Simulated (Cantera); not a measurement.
Gas-phase reforming

An isothermal, constant-pressure homogeneous reactor starts with CH₄ : H₂O = 1 : 1.8 (molar parts), at 1625 K and 16000 Pa.

Computed with Cantera and GRI-Mech 3.0 (53 species, 325 reactions).

```json
[
 {"t (s)": "3.00e-5", "x CH₄": "0.357", "x H₂O": "0.643", "x CO₂": "<1e-12", "x H": "4.44e-7", "x CH₂": "2.88e-10", "x C₂H": "<1e-12", "x OH": "1.99e-7"},
 {"t (s)": "8.50e-5", "x CH₄": "0.357", "x H₂O": "0.643", "x CO₂": "<1e-12", "x H": "4.56e-7", "x CH₂": "2.14e-9", "x C₂H": "<1e-12", "x OH": "5.06e-7"},
 {"t (s)": "0.000241", "x CH₄": "0.357", "x H₂O": "0.643", "x CO₂": "<1e-12", "x H": "5.39e-7", "x CH₂": "1.49e-8", "x C₂H": "<1e-12", "x OH": "1.31e-6"},
 {"t (s)": "0.000682", "x CH₄": "0.356", "x H₂O": "0.643", "x CO₂": "3.25e-11", "x H": "9.74e-7", "x CH₂": "7.30e-8", "x C₂H": "<1e-12", "x OH": "2.93e-6"},
 {"t (s)": "0.00193", "x CH₄": "0.351", "x H₂O": "0.642", "x CO₂": "9.54e-9", "x H": "2.80e-6", "x CH₂": "2.30e-7", "x C₂H": "7.09e-11", "x OH": "5.31e-6"},
 {"t (s)": "0.00548", "x CH₄": "0.330", "x H₂O": "0.634", "x CO₂": "8.10e-7", "x H": "1.01e-5", "x CH₂": "4.10e-7", "x C₂H": "2.81e-9", "x OH": "7.27e-6"},
 {"t (s)": "0.0155", "x CH₄": "0.273", "x H₂O": "0.607", "x CO₂": "1.46e-5", "x H": "2.51e-5", "x CH₂": "3.28e-7", "x C₂H": "2.21e-8", "x OH": "6.56e-6"},
 {"t (s)": "0.0440", "x CH₄": "0.191", "x H₂O": "0.563", "x CO₂": "0.000130", "x H": "4.58e-5", "x CH₂": "2.44e-7", "x C₂H": "5.26e-8", "x OH": "5.74e-6"},
 {"t (s)": "0.125", "x CH₄": "0.107", "x H₂O": "0.512", "x CO₂": "0.000972", "x H": "7.24e-5", "x CH₂": "1.84e-7", "x C₂H": "8.25e-8", "x OH": "5.39e-6"},
 {"t (s)": "0.353", "x CH₄": "0.0494", "x H₂O": "0.453", "x CO₂": "0.00519", "x H": "0.000103", "x CH₂": "1.31e-7", "x C₂H": "1.01e-7", "x OH": "5.23e-6"},
 {"t (s)": "1.00", "x CH₄": "0.0291", "x H₂O": "0.375", "x CO₂": "0.0134", "x H": "0.000123", "x CH₂": "8.00e-8", "x C₂H": "8.09e-8", "x OH": "4.28e-6"}
]
```
x: mole fraction; the columns are a selection and need not sum to one.

Equilibrium at this temperature and pressure: CH₄ 9.19e-9, H₂O 0.152, CO₂ 0.0148, H 0.000142, CH₂ <1e-12, C₂H <1e-12, OH 1.42e-6 (gas phase only).
